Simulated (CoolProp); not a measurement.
Saturation properties of cis-2-butene (Tc = 162.6 °C, pc = 4.236 MPa, ω = 0.202).

Model: reference Helmholtz-energy equation of state, Lemmon 2005, in CoolProp. It is a short technical equation, of lower accuracy than the large ones.

```tsv
T (°C)	p (MPa)	vapour density (kg/m³)	surface tension (mN/m)
10.45	0.1301	3.252	15.9
28.65	0.2400	5.787	13.6
46.85	0.4095	9.641	11.3
65.05	0.6563	15.29	9.14
83.25	0.9994	23.40	7.07
101.45	1.460	35.04	5.11
119.55	2.057	52.08	3.30
137.75	2.827	79.30	1.66
155.95	3.808	135.4	0.322
```

It boils at 3.7 °C under 1 atm.

Surface tension comes from a separate correlation (Mulero 2014).
